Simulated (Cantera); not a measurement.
A Cantera script and what it prints.

```python
import numpy as np
import cantera as ct

gas_names = [...]  # 123 gases of nasa_gas.yaml made of C, H, O, S
cond_names = """
    C(gr) C6H6(L) C7H8(L) C8H18(L),n-octa H2O(s) H2O(L) H2SO4(L) S(cr1) S(cr2) S(L)
""".split()


# ... load() reads the species with a 1 bar reference pressure and builds the phases ...
atoms = {
    'CS2': {'C': 1, 'S': 2},
    'O2': {'O': 2},
    'H2': {'H': 2},
}
top_T = {'C(gr)': 4500}  # K; cautious upper limits of use, not melting points


# ... equilibrate(T, P, feed) seeds the gas with the atoms and calls Mixture.equilibrate('TP', solver="vcs", rtol=1e-11, max_steps=5000) ...
results = []
feed = {'CS2': 1, 'O2': 0.02, 'H2': 0.059}  # mol
T = 1575  # K
P = 320000  # Pa
mix = equilibrate(T, P, feed)
results.append((T, P, feed, dict(zip(mix.species_names, mix.species_moles))))
print(gas.report(threshold=0.0001))
for i in range(1, mix.n_phases):
    print(f"{mix.phase(i).name:16s} {mix.phase_moles(i):12.5e} mol")
```

It prints:

```
       temperature   1575 K
          pressure   3.2e+05 Pa
           density   1.7015 kg/m^3
  mean mol. weight   69.628 kg/kmol
   phase of matter   gas

                          1 kg             1 kmol
                     ---------------   ---------------
          enthalpy        2.4427e+06        1.7008e+08  J
   internal energy        2.2546e+06        1.5699e+08  J
           entropy            4496.2        3.1307e+05  J/K
    Gibbs function       -4.6389e+06         -3.23e+08  J
 heat capacity c_p            811.06             56473  J/K
 heat capacity c_v            691.65             48158  J/K

                      mass frac. Y      mole frac. X     chem. pot. / RT
                     ---------------   ---------------   ---------------
                CO          0.014058          0.034945           -37.548
               COS         0.0018132         0.0021017           -48.544
                CS        0.00048901        0.00077259           -13.278
               CS2           0.82633           0.75575           -24.274
                H2         0.0005615          0.019393           -21.526
               H2S          0.016966          0.034667           -32.522
                SH        0.00055302         0.0011644           -21.759
                S2           0.13921           0.15117           -21.993
     [ +115 minor]        1.1563e-05        2.9793e-05

C(gr)             1.43273e-01 mol
S(L)              0.00000e+00 mol
```

These are equilibrium values from Cantera (NASA tables, ideal gas, pure condensed phases), not measurements of a reactor.
